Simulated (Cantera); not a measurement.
A jet of CH4 : O2 : N2 = 0.044 : 0.099 : 0.79 (molar parts), equivalence ratio 0.89 at 300 K and 3300 Pa hits a platinum plate 2.7 cm away at a mass flux of 0.16 kg/m²/s; the plate temperature is set and raised in steps from an oxygen-covered start.

Model: Deutschmann's 1995 Pt surface mechanism with GRI-Mech 3.0 gas chemistry, integrated in Cantera. Catalytic surfaces can have several steady states; this one follows from the mechanism file's or the stated starting coverage.

x: mole fraction at the wall; θ: surface coverage.

| plate T (K) | wall x CH4 | wall x O2 | wall x H2O | wall x OH | wall x CO | wall x CO2 | θ free Pt | θ O* |
|---|---|---|---|---|---|---|---|---|
| 950 | 0.0365 | 0.0832 | 0.0200 | 1.07e-7 | ___ | 0.0132 | 0.350 | 0.649 |
| 1000 | 0.0322 | 0.0742 | 0.0279 | 3.06e-7 | ___ | 0.0184 | 0.433 | 0.567 |
| 1050 | 0.0283 | 0.0657 | 0.0352 | 7.73e-7 | ___ | 0.0232 | 0.514 | 0.485 |
| 1100 | 0.0248 | 0.0585 | 0.0414 | 1.73e-6 | ___ | 0.0274 | 0.591 | 0.408 |
| 1150 | 0.0221 | 0.0526 | 0.0465 | 3.52e-6 | ___ | 0.0307 | 0.662 | 0.337 |
| 1200 | 0.0199 | 0.0481 | 0.0504 | 6.60e-6 | ___ | 0.0333 | 0.726 | 0.274 |
| 1250 | 0.0183 | 0.0447 | 0.0533 | 1.15e-5 | ___ | 0.0353 | 0.781 | 0.219 |

Task: Some entries are withheld; supply them.

Result: 
- 950, wall x CO: 2.31e-5
- 1000, wall x CO: 2.85e-5
- 1050, wall x CO: 3.47e-5
- 1100, wall x CO: 4.22e-5
- 1150, wall x CO: 5.18e-5
- 1200, wall x CO: 6.47e-5
- 1250, wall x CO: 8.24e-5
